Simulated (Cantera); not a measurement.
Charge: 1 mol SiH2Cl2, 3 mol NO, 26 mol H2, equilibrated at 948.15 K and 0.00830 bar.

These are equilibrium values from Cantera (NASA tables, ideal gas, pure condensed phases), not measurements of a reactor. Candidate condensed phases: H2O, NH4Cl, Si, SiO2, Si2N2O, Si3N4; 47 gas species. The numbers say what is thermodynamically allowed, not how fast it happens.

Base state: H2 0.847, HCl 0.0678, N2 0.0508, H2O 0.0339 (mole fractions); condensed: SiO2(β-quartz).

Problem. What changes in the equilibrium state with this change: 0.76 mol Cl2 added?

Solution. 
```tsv
species	before	after
H2	0.847	0.801
HCl	0.0678	0.116
N2	0.0508	0.0496
H2O	0.0339	0.0330
SiO2(β-quartz), mol	1.00	1.00
```
